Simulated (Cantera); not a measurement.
A Cantera script and its output.

```python
import numpy as np
import cantera as ct

gas = ct.Solution("gri30.yaml")
gas.TPX = 723, 13332, {'CH4': 1, 'O2': 1.67, 'N2': 6.67}
flame = ct.FreeFlame(gas, width=0.16)
flame.set_refine_criteria(ratio=3, slope=0.08, curve=0.16)
flame.transport_model = "mixture-averaged"
flame.solve(loglevel=0, auto=True)
flame.transport_model = "multicomponent"
flame.soret_enabled = False
flame.solve(loglevel=0, refine_grid=True)
z, T = flame.grid, flame.T
thick = (T[-1] - T[0]) / np.gradient(T, z).max()
show = ['CH4', 'O2', 'CH2O', 'H', 'CH2', 'CO2']
print(f"laminar burning velocity  {flame.velocity[0] * 100:.3f} cm/s")
print(f"burnt temperature         {T[-1]:.1f} K")
print(f"thermal thickness         {thick * 1e3:.4f} mm")
print(f"grid points               {len(z)}")
z0 = z[flame.heat_release_rate.argmax()]
print(f"{'z/mm':>9s}{'T/K':>9s}{'u/(m/s)':>9s}" + "".join(f"{s:>11s}" for s in show))
rows = []
for k in (-3, -2, -1.5, -1, -0.5, -0.25, 0, 0.25, 0.5, 1, 2, 4, 8):
    zz = z0 + k * thick
    rows.append([k * thick, np.interp(zz, z, T), np.interp(zz, z, flame.velocity),
                 *(np.interp(zz, z, flame.X[gas.species_index(s)]) for s in show)])
    print(f"{rows[-1][0] * 1e3:9.3f}{rows[-1][1]:9.1f}{rows[-1][2]:9.3f}" + "".join(f"{x:11.3e}" for x in rows[-1][3:]))
```

It prints:

```
laminar burning velocity  228.517 cm/s
burnt temperature         2313.3 K
thermal thickness         1.9787 mm
grid points               151
     z/mm      T/K  u/(m/s)        CH4         O2       CH2O          H        CH2        CO2
   -5.936    723.1    2.289  1.069e-01  1.785e-01  3.943e-07  7.471e-08  7.320e-14  7.275e-08
   -3.957    724.9    2.301  1.064e-01  1.778e-01  5.952e-06  1.553e-06  2.413e-11  1.563e-06
   -2.968    732.0    2.333  1.055e-01  1.767e-01  2.298e-05  9.343e-06  5.984e-10  1.087e-05
   -1.979    781.3    2.513  1.011e-01  1.721e-01  1.070e-04  6.764e-05  1.518e-08  1.314e-04
   -0.989   1106.0    3.633  7.396e-02  1.440e-01  7.305e-04  6.223e-04  2.141e-06  2.115e-03
   -0.495   1472.3    4.913  4.070e-02  1.045e-01  1.245e-03  2.231e-03  3.239e-05  6.522e-03
    0.000   1825.5    6.169  1.132e-02  5.850e-02  8.453e-04  6.491e-03  1.100e-04  1.425e-02
    0.495   1996.3    6.775  1.380e-03  2.880e-02  2.247e-04  1.197e-02  5.606e-05  2.359e-02
    0.989   2037.3    6.909  9.414e-05  1.621e-02  2.342e-05  1.570e-02  6.557e-06  3.209e-02
    1.979   2053.6    6.940  3.620e-07  9.958e-03  1.080e-07  1.822e-02  3.190e-08  4.233e-02
    3.957   2065.8    6.961  4.361e-11  8.467e-03  7.065e-11  1.869e-02  4.606e-12  4.826e-02
    7.915   2080.2    7.000  8.882e-15  7.973e-03  5.639e-11  1.798e-02  1.404e-15  4.953e-02
   15.829   2103.7    7.066  1.181e-16  7.388e-03  5.734e-11  1.649e-02  2.054e-16  4.996e-02
```

Computed with Cantera and GRI-Mech 3.0 (53 species, 325 reactions). Burning velocities carry a grid error of a few per cent, more on coarse grids.
